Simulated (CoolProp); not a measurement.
n-perfluorohexane at 421.48 K and 2.22 MPa is throttled through a valve to 0.108 MPa with no heat exchange. Each further row changes one setting.

Model: reference Helmholtz-energy equation of state, Gao 2022, in CoolProp.

| case | temperature change (K) | final density (kg/m³) |
|---|---|---|
| as stated | -65.7 | … |
| outlet pressure 0.0324 MPa | … | … |
| outlet pressure 0.14 MPa | … | … |

Question: Some entries are withheld; supply them.

Answer: 
- as stated, final density (kg/m³): 13.0
- outlet pressure 0.0324 MPa, temperature change (K): -66.9
- outlet pressure 0.0324 MPa, final density (kg/m³): 3.77
- outlet pressure 0.14 MPa, temperature change (K): -65.1
- outlet pressure 0.14 MPa, final density (kg/m³): 17.1
